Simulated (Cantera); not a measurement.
Halide evaporation, hydrolysis and transport: LiCl + H₂ + H₂O

Feed: 1 mol LiCl, a varied amount of H₂, 4.6 mol H₂O, held at 1727 °C and 0.133 bar.

These are equilibrium values from Cantera (NASA tables, ideal gas, pure condensed phases), not measurements of a reactor. Candidate condensed phases: H₂O, Li, LiCl, LiH, LiOH, Li₂O; 25 gas species. Equilibrium is a limit: real reactors are often held back by kinetics, nucleation or transport.

```
n(H₂) (mol)    x H₂  x H₂O  x LiCl    x HCl   x LiOH      x H
-----------  ------  -----  ------  -------  -------  -------
0.45         0.0744  0.742   0.149   0.0155   0.0154  0.00121
0.94          0.143  0.687   0.138   0.0145   0.0142  0.00168
2             0.262  0.592   0.119   0.0126   0.0121  0.00228
4.1           0.420  0.464  0.0928  0.00998  0.00932  0.00289
8.5           0.599  0.319  0.0637  0.00704  0.00624  0.00345
18            0.759  0.191  0.0378  0.00441  0.00354  0.00388
37            0.864  0.106  0.0208  0.00264  0.00180  0.00414
```
x: gas mole fraction; nothing condenses.

From 0.45 mol H₂ to 37 mol H₂ nothing is condensed. The main Li-bearing gas is LiCl throughout.
